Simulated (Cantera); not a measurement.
Mixture: 17.1 % H₂, 13.8 % O₂, 51.9 % N₂, 17.1 % H₂O, equivalence ratio 0.62, at 20300 Torr, adiabatic and at constant volume. Ignition delay is the time to a rise of 400 K.

Computed with Cantera and GRI-Mech 3.0 (53 species, 325 reactions). The hydrogen kinetics of GRI-Mech 3.0 are dated; newer H2 mechanisms differ, most at raised pressure. The pressure lies above the range GRI-Mech 3.0 was tuned for (to about 10 atm).

Q: Predict: delay at 1248 K; delay at 1298 K; delay at 1348 K; delay at 1398 K; delay at 1448 K; delay at 1498 K; delay at 1548 K; apparent activation energy between 1448 and 1548 K.

A: 
| Property | Value |
|---|---|
| delay at 1248 K | 0.108 ms |
| delay at 1298 K | 54.9 µs |
| delay at 1348 K | 28.5 µs |
| delay at 1398 K | 15.0 µs |
| delay at 1448 K | 7.89 µs |
| delay at 1498 K | 4.19 µs |
| delay at 1548 K | 2.28 µs |
| apparent activation energy between 1448 and 1548 K | 230 kJ/mol |
